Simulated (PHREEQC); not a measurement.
Solution (51 °C): 0.14 mmol/kgw Cu(BF4)2. Closed to the air; pH follows from the charge balance.

Computed with PHREEQC (ion-association model, wateq4f.dat).

No solid was allowed to form.

Order these F species by the share of F that they hold, largest first: HF, HF2-, CuF+, BF2(OH)2-, F-.

F- (55 %), HF (44 %), BF2(OH)2- (0.33 %), HF2- (0.24 %), CuF+ (0.15 %)

The pH is 3.48 and the ionic strength 0.000761 mol/kgw. At this temperature some constants are extrapolated from 25 °C, and those without enthalpy data are left unchanged. Real BF4- forms and hydrolyses slowly; the run takes it at equilibrium.
